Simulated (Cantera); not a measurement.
A perfectly stirred reactor is fed with H₂ : O₂ = 0.011 : 1 (molar parts), equivalence ratio 0.0055, at 28.5 Torr; it is held at 1300 K, and followed from long to short residence time.

Detailed kinetics in Cantera: GRI-Mech 3.0 (53 species, 325 reactions). Radical loss at walls, strong at low pressure, is not modelled.

One state of this run: x H₂ = 0.00124; x O₂ = 0.981; x H = 0.000516; x OH = 0.00174; x H₂O = 0.00851. x: mole fraction; the columns are a selection and need not sum to one.

Task: Which value of τ (s) does it belong to?
A) 0.39
B) 0.0021
C) 0.029
D) 0.11

Result: B, 0.0021
